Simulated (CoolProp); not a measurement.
The numbers come from the reference Helmholtz-energy equation of state, Lemmon 2000 in CoolProp. It is a pseudo-pure fit of the blend.

Task: For dry air, give the phase and the cv (kJ/(kg K)), Joule-Thomson coefficient (K/MPa), conductivity (mW/(m K)) at 133.6 K and 56.8 kPa.

Result: 
- 133.6 K and 56.8 kPa: gas; cv 0.717, Joule-Thomson coefficient 9.95, conductivity 12.6

Thermal conductivity comes from a separate model (Lemmon 2004).
